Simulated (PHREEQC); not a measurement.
Solution (20 °C): 0.091 mol/kgw MnSO4, 0.00062 mol/kgw CuCl2, 0.094 mol/kgw HCl and 5.1e-05 mol/kgw Na2SO4. Closed to the air; pH follows from the charge balance.

The numbers come from PHREEQC with the ion-association model, wateq4f.dat.

```csv
quantity,before,after
pH,1.37,1.61
ionic strength (mol/kgw),0.279,0.149
HSO4- (mol/kgw),0.0400,0.0168
SO4-2 (mol/kgw),0.0293,0.0179
SI of Chalcanthite (CuSO4:5H2O),-3.37,-3.69
SI of Halite (NaCl),-6.93,-7.47
```

Problem. Which change was made?
(A) diluted 2-fold with water
(B) Na2SO4 from 5.1e-05 to 0.000255 mol/kgw
(C) MnSO4 from 0.091 to 0.1 mol/kgw
(D) 0.0021 mol/kgw Sr(OH)2 added

Solution. A, diluted 2-fold with water

No solid was allowed to form.
